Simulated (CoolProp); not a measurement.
The numbers come from the reference Helmholtz-energy equation of state, Rui 2013 in CoolProp.

Question: For R236EA, give the phase and the density (kg/m³), cp (kJ/(kg K)), cv (kJ/(kg K)), isothermal compressibility (1/MPa) at 307.2 K and 9.95 bar; 339.4 K and 9.95 bar; 363.6 K and 9.95 bar.

Answer: 
- 307.2 K and 9.95 bar: liquid; density 1400, cp 1.27, cv 0.897, isothermal compressibility 0.00327
- 339.4 K and 9.95 bar: liquid; density 1280, cp 1.35, cv 0.934, isothermal compressibility 0.00634
- 363.6 K and 9.95 bar: gas; density 61.6, cp 1.10, cv 0.943, isothermal compressibility 1.29
